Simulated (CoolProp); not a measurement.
Saturation properties of c-C4F8 (RC318) (Tc = 115.2 °C, pc = 2.778 MPa, ω = 0.355).

Computed with CoolProp (reference Helmholtz-energy equation of state, Platzer 1990). This equation is an older, rougher fit; its heat capacities, sound speeds and derivatives of the liquid may be far off and weren't checked against measurements.

```
T (°C)  p (MPa)  vapour density (kg/m³)  liquid conductivity (mW/(m K))
------  -------  ----------------------  ------------------------------
8.55     0.1782                   16.30                            69.3
16.85    0.2388                   21.59                               …
25.15    0.3140                   28.17                               …
33.45    0.4059                       …                            63.0
41.65    0.5154                   46.08                            60.7
49.95    0.6473                   58.21                            58.4
58.25         …                       …                            56.0
66.55    0.9849                   91.28                            53.6
74.75     1.194                   113.6                            51.1
83.05     1.437                   142.2                            48.6
91.35     1.716                   179.6                            46.1
```

Problem. What belongs in the gaps?

Solution. 
- 16.85, liquid conductivity (mW/(m K)): 67.3
- 25.15, liquid conductivity (mW/(m K)): 65.2
- 33.45, vapour density (kg/m³): 36.28
- 58.25, p (MPa): 0.8029
- 58.25, vapour density (kg/m³): 73.04

It boils at -6.0 °C under 1 atm.

Thermal conductivity comes from a separate model (Huber 2003), an estimate that may be off by 10 % or more.
